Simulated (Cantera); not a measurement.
Silicon oxide and oxynitride deposition: SiH2Cl2 + H2O + H2

Input: 1 mol SiH2Cl2, 12 mol H2O, 12 mol H2, held at 0.133 bar.

Equilibrium computed with Cantera from the NASA thermochemical tables; the gas is ideal and each condensed phase is pure. Candidate condensed phases: H2O, Si, SiO2; 30 gas species. The tables hold silica as quartz up to 1696 K and as liquid above; real silica turns to tridymite and cristobalite and melts near 1996 K. Gases not in the tables: Si(OH)4. The numbers say what is thermodynamically allowed, not how fast it happens.

```tsv
T (K)	x H2	x H2O	x HCl	x H	x SiO	x Cl	n SiO2(α-quartz)	n SiO2(β-quartz)	n SiO2(condensed)	n SiO2(l)
750	0.538	0.385	0.0769	<1e-12	<1e-12	<1e-12	1.00	0	0	0
850	0.538	0.385	0.0769	4.12e-11	<1e-12	5.90e-12	0	1.00	0	0
950	0.538	0.385	0.0769	1.12e-9	<1e-12	1.52e-10	0	1.00	0	0
1050	0.538	0.385	0.0769	1.63e-8	<1e-12	2.12e-9	0	1.00	0	0
1150	0.538	0.385	0.0769	1.50e-7	<1e-12	1.89e-8	0	1.00	0	0
1250	0.538	0.385	0.0769	9.71e-7	2.93e-12	1.19e-7	0	1.00	0	0
1350	0.538	0.385	0.0769	4.79e-6	1.43e-10	5.70e-7	0	1.00	0	0
1450	0.538	0.385	0.0769	1.90e-5	4.03e-9	2.21e-6	0	1.00	0	0
1550	0.538	0.385	0.0769	6.33e-5	7.28e-8	7.22e-6	0	1.000	0	0
1650	0.538	0.385	0.0769	0.000183	9.18e-7	2.04e-5	0	1.000	0	0
1750	0.538	0.384	0.0769	0.000467	8.43e-6	5.15e-5	0	0	1.000	0
1850	0.538	0.384	0.0768	0.00108	5.94e-5	0.000117	0	0	0.998	0
1950	0.536	0.384	0.0765	0.00230	0.000338	0.000246	0	0	0.991	0
2050	0.533	0.384	0.0761	0.00453	0.00160	0.000480	0	0	0	0.958
```
x: gas mole fraction; n: condensed amount in mol.

At 750 K the condensed part is SiO2(α-quartz). From 850 K to 1650 K the condensed part is SiO2(β-quartz). From 1750 K to 1950 K the condensed part is SiO2(condensed). At 2050 K the condensed part is SiO2(l).
